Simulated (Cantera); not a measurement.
A perfectly stirred reactor is fed with 5.56 % N2O, 94.4 % N2, at 0.0132 atm; it is held at 1400 K, and followed from long to short residence time.

Model: GRI-Mech 3.0 (53 species, 325 reactions), integrated in Cantera. GRI-Mech 3.0 was tuned for natural gas; its chemistry of N2O as a main component is partial and can be far from experiment. Radical loss at walls, strong at low pressure, is not modelled.

x: mole fraction; the columns are a selection and need not sum to one.

| τ (s) | x N2O | x O | x N2 | x NO | x NO2 | x O2 |
|---|---|---|---|---|---|---|
| 4.2 | 0.0292 | 2.54e-5 | 0.955 | 0.00504 | 5.38e-7 | 0.0103 |
| 0.84 | ? | 2.54e-5 | 0.948 | ? | ? | ? |
| 0.17 | 0.0536 | 2.49e-5 | 0.945 | 0.000367 | 2.57e-8 | 0.000748 |
| 0.034 | 0.0552 | 2.26e-5 | 0.945 | 6.87e-5 | 1.95e-9 | 0.000140 |
| 0.0069 | 0.0555 | ? | 0.944 | ? | 5.04e-11 | ? |
| 0.0014 | 0.0555 | 6.19e-6 | 0.944 | 7.78e-7 | <1e-12 | 1.58e-6 |
| 0.00028 | 0.0556 | 1.53e-6 | 0.944 | 3.86e-8 | <1e-12 | 7.86e-8 |

**Question.** Some entries are withheld; supply them.

**Answer.** 
- 0.84, x N2O: 0.0471
- 0.84, x NO: 0.00162
- 0.84, x NO2: 1.55e-7
- 0.84, x O2: 0.00331
- 0.0069, x O: 1.56e-5
- 0.0069, x NO: 9.67e-6
- 0.0069, x O2: 1.97e-5
